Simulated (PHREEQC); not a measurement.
Dissolve 0.0035 mol/kgw HF, 0.008 mol/kgw NH4F, 6.9e-05 mol/kgw (NH4)2SiF6 and 0.00026 mol/kgw H2SO4 at 48 °C. Closed to the air; pH follows from the charge balance.

Equilibrium calculation in PHREEQC: ion-association model, phreeqc.dat.

No solid was allowed to form.

Task: Estimate the pH, specific conductance.

Result: pH 3.64; specific conductance 1680 µS/cm.

Task: In which forms is F present?

Result: F- 64 %, HF 31 %, SiF6-2 3.4 %, HF2- 2.0 % of the F.

Complexes and solids missing from the database can't appear. Away from 25 °C the constants follow the database's enthalpies or fits; those with neither stay at their 25 °C values. SiF6-2 is the database's only silicon fluoride.
